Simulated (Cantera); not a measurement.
What does this Cantera script print?

```python
import numpy as np
import cantera as ct

gas_names = [...]  # 110 gases of nasa_gas.yaml made of C, H, O
cond_names = """
    C(gr) C6H6(L) C7H8(L) C8H18(L),n-octa H2O(s) H2O(L)
""".split()


# ... load() reads the species with a 1 bar reference pressure and builds the phases ...
atoms = {
    'C6H6': {'C': 6, 'H': 6},
    'O2': {'O': 2},
    'H2': {'H': 2},
    'H2O': {'H': 2, 'O': 1},
}
top_T = {'C(gr)': 4500}  # K; cautious upper limits of use, not melting points


# ... equilibrate(T, P, feed) seeds the gas with the atoms and calls Mixture.equilibrate('TP', solver="vcs", rtol=1e-11, max_steps=5000) ...
results = []
feed = {'C6H6': 1, 'O2': 0.021, 'H2': 20, 'H2O': 0.12}  # mol
T = 2323  # K
for P in [10, 72, 520, 3700, 27000, 190000, 1400000, 10000000]:
    mix = equilibrate(T, P, feed)
    results.append((T, P, feed, dict(zip(mix.species_names, mix.species_moles))))
    x = sorted(zip(gas.X, gas.species_names), reverse=True)
    print(f"T = {T:g} K  P = {P:g} Pa  gas = {mix.phase_moles(0):.4g} mol")
    print("   x: " + "  ".join(f"{s} {v:.3e}" for v, s in x if v > 0.001))
    print("   condensed (mol): " + ("  ".join(f"{mix.phase(i).name} {mix.phase_moles(i):.4g}"
          for i in range(1, mix.n_phases) if mix.phase_moles(i) > 1e-12) or "none"))
```

Output:

```
T = 2323 K  P = 10 Pa  gas = 34.35 mol
   x: H 6.437e-01  H2 3.494e-01  CO 4.715e-03  C2H2,acetylene 1.692e-03
   condensed (mol): C(gr) 5.679
T = 2323 K  P = 72 Pa  gas = 27.88 mol
   x: H2 6.609e-01  H 3.299e-01  CO 5.810e-03  C2H2,acetylene 3.200e-03
   condensed (mol): C(gr) 5.651
T = 2323 K  P = 520 Pa  gas = 25.02 mol
   x: H2 8.501e-01  H 1.392e-01  CO 6.474e-03  C2H2,acetylene 4.116e-03
   condensed (mol): C(gr) 5.629
T = 2323 K  P = 3700 Pa  gas = 23.94 mol
   x: H2 9.340e-01  H 5.471e-02  CO 6.768e-03  C2H2,acetylene 4.522e-03
   condensed (mol): C(gr) 5.62
T = 2323 K  P = 27000 Pa  gas = 23.52 mol
   x: H2 9.677e-01  H 2.062e-02  CO 6.887e-03  C2H2,acetylene 4.686e-03
   condensed (mol): C(gr) 5.615
T = 2323 K  P = 190000 Pa  gas = 23.36 mol
   x: H2 9.800e-01  H 7.821e-03  CO 6.933e-03  C2H2,acetylene 4.745e-03
   condensed (mol): C(gr) 5.604
T = 2323 K  P = 1.4e+06 Pa  gas = 23.25 mol
   x: H2 9.824e-01  CO 6.965e-03  C2H2,acetylene 4.756e-03  H 2.885e-03  CH4 2.767e-03
   condensed (mol): C(gr) 5.543
T = 2323 K  P = 1e+07 Pa  gas = 22.84 mol
   x: H2 9.669e-01  CH4 1.915e-02  CO 7.067e-03  C2H2,acetylene 4.682e-03  H 1.071e-03
   condensed (mol): C(gr) 5.145
```

These are equilibrium values from Cantera (NASA tables, ideal gas, pure condensed phases), not measurements of a reactor. The ideal-gas law is rough above about 30 bar.
